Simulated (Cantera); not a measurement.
An isothermal, constant-pressure homogeneous reactor starts with CH₃OH : O₂ : N₂ : CH₄ = 0.003 : 0.0034 : 1 : 0.052 (molar parts), at 1350 K and 10.0 bar.

Model: GRI-Mech 3.0 (53 species, 325 reactions), integrated in Cantera. GRI-Mech 3.0 stops at C3 and has no aromatics, soot or wall deposition, so with more carbon than oxygen in the feed, carbon stays in small species such as C2H2 where larger ones or solid carbon would form.

Task: Predict: x(CH₃OH) at 4.00 s; x(CH₄) at 4.00 s; x(C₂H₆) at 4.00 s; x(CH₃) at 4.00 s; x(H) at 4.00 s.

Result: 
- x(CH₃OH) at 4.00 s: 6.76e-9 (gas-phase equilibrium 2.17e-12)
- x(CH₄) at 4.00 s: 0.0329 (gas-phase equilibrium 0.0205)
- x(C₂H₆) at 4.00 s: 2.92e-5 (gas-phase equilibrium 1.55e-5)
- x(CH₃) at 4.00 s: 2.27e-6 (gas-phase equilibrium 1.41e-6)
- x(H) at 4.00 s: 8.29e-8 (gas-phase equilibrium 1.66e-7)
